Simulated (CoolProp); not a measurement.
Saturation properties of hydrogen sulfide.

Model: reference Helmholtz-energy equation of state, Lemmon 2006, in CoolProp. It is a short technical equation, of lower accuracy than the large ones.

```tsv
T (°C)	p (bar)	enthalpy of vaporisation (kJ/kg)	vapour Z	surface tension (mN/m)	vapour viscosity (µPa s)
-68.45	0.6577	555.9	0.9830	30.1	8.12
-54.65	1.338	539.7	0.9719	[?]	8.58
-40.85	[?]	522.6	0.9568	24.2	9.02
-26.95	4.267	504.0	0.9372	21.4	9.46
-13.15	6.875	484.0	[?]	[?]	[?]
0.65	[?]	461.8	0.8837	15.9	10.4
14.55	15.47	436.8	[?]	[?]	10.9
28.35	21.88	408.6	0.8078	10.7	11.5
42.15	30.02	376.0	0.7598	8.27	12.2
```

Question: Fill in the missing entries.

Answer: 
- -54.65, surface tension (mN/m): 27.1
- -40.85, p (bar): 2.477
- -13.15, vapour Z: 0.9130
- -13.15, surface tension (mN/m): 18.6
- -13.15, vapour viscosity (µPa s): 9.90
- 0.65, p (bar): 10.52
- 14.55, vapour Z: 0.8487
- 14.55, surface tension (mN/m): 13.2

It boils at -60.3 °C under 1 atm.

Viscosity comes from a separate model (Quiñones-Cisneros 2012). Surface tension comes from a separate correlation (Mulero 2012).
